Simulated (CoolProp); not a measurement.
Saturation properties of sulfur dioxide (Tc = 157.5 °C, pc = 7.887 MPa, ω = 0.256).

Values from CoolProp's reference Helmholtz-energy equation of state, Gao 2016.

| T (°C) | p (MPa) | liquid density (kg/m³) | vapour density (kg/m³) |
|---|---|---|---|
| -24.05 | 0.05190 | 1498 | 1.634 |
| -9.25 | 0.1048 | 1460 | 3.150 |
| 5.45 | 0.1934 | 1421 | 5.589 |
| 20.25 | 0.3336 | 1380 | 9.339 |
| 35.05 | 0.5420 | 1338 | 14.82 |
| 49.85 | 0.8379 | 1294 | 22.57 |
| 64.55 | 1.239 | 1246 | 33.19 |
| 79.35 | 1.772 | 1195 | 47.76 |

It boils at -10.0 °C under 1 atm.
